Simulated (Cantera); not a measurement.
Input: 1 mol SiO2, 0.16 mol H2, held at 825 Torr.

These are equilibrium values from Cantera (NASA tables, ideal gas, pure condensed phases), not measurements of a reactor. Candidate condensed phases: H2O, Si, SiO2; 18 gas species. The tables hold silica as quartz up to 1696 K and as liquid above; real silica turns to tridymite and cristobalite and melts near 1996 K. Gases not in the tables: Si(OH)4. Kinetics and transport are ignored.

Question: Which condensed phases are stable at each of these points (T (°C)): 1525, 1600, 1675, 1750, 1825, 1900, 1975, 2050, 2125, 2200?

Answer: 
```tsv
T (°C)	condensed phases	Si condensed (%)
1525	SiO2(condensed)	100.0
1600	SiO2(condensed)	100.0
1675	SiO2(condensed)	99.9
1750	SiO2(l)	99.8
1825	SiO2(l)	99.7
1900	SiO2(l)	99.6
1975	SiO2(l)	99.3
2050	SiO2(l)	98.9
2125	SiO2(l)	98.3
2200	SiO2(l)	97.6
```

From 1525 °C to 1675 °C the condensed part is SiO2(condensed). From 1750 °C to 2200 °C the condensed part is SiO2(l).
